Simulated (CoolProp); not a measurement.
Saturation properties of R22.

Values from CoolProp's reference Helmholtz-energy equation of state, Kamei 1995.

| T (°C) | p (kPa) | vapour viscosity (µPa s) | liquid conductivity (mW/(m K)) |
|---|---|---|---|
| -87.75 | 5.770 | 8.46 | 137 |
| -84.15 | … | 8.63 | 135 |
| -80.55 | … | 8.80 | … |
| -77.05 | … | 8.96 | 132 |
| -73.45 | 16.34 | 9.13 | 130 |
| -69.85 | 20.67 | 9.30 | 128 |
| -66.25 | … | 9.47 | 126 |
| -62.65 | 32.15 | … | 124 |

Task: What belongs in the gaps?

Result: 
- -84.15, p (kPa): 7.630
- -80.55, p (kPa): 9.968
- -80.55, liquid conductivity (mW/(m K)): 133
- -77.05, p (kPa): 12.78
- -66.25, p (kPa): 25.89
- -62.65, vapour viscosity (µPa s): 9.64

It boils at -40.8 °C under 1 atm.

Viscosity comes from a separate model (Bell 2016), an estimate that may be off by 10 % or more. Thermal conductivity comes from a separate model (McLinden 2000), an estimate that may be off by 10 % or more.
